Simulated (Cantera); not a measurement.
Input: 1 mol Al₂O₃, 1.7 mol H₂O, held at 1625 K and 260000 Pa.

Method: chemical equilibrium by Gibbs-energy minimisation in Cantera with the NASA 1993 tables (ideal gas, pure condensed phases). Candidate condensed phases: Al, Al₂O₃, H₂O; 19 gas species. Gases not in the tables: Al(OH)₃. Kinetics and transport are ignored.

Base state: H₂O 0.999, H₂ 0.000408, O₂ 0.000181, OH 9.12e-5 (mole fractions); condensed: Al₂O₃(s).

Q: What changes in the equilibrium state with this change: 0.00045 mol CH₄ added?

A: 
```json
[
 {"species": "H₂O", "before": "0.999", "after": "0.999"},
 {"species": "H₂", "before": "0.000408", "after": "0.00113"},
 {"species": "CO₂", "before": "0", "after": "0.000264"},
 {"species": "O₂", "before": "0.000181", "after": "2.36e-5"},
 {"species": "OH", "before": "9.12e-5", "after": "5.47e-5"},
 {"species": "Al₂O₃(s), mol", "before": "1.00", "after": "1.00"}
]
```
Further candidate phases: C, C₆H₆, C₇H₈, C₈H₁₈.
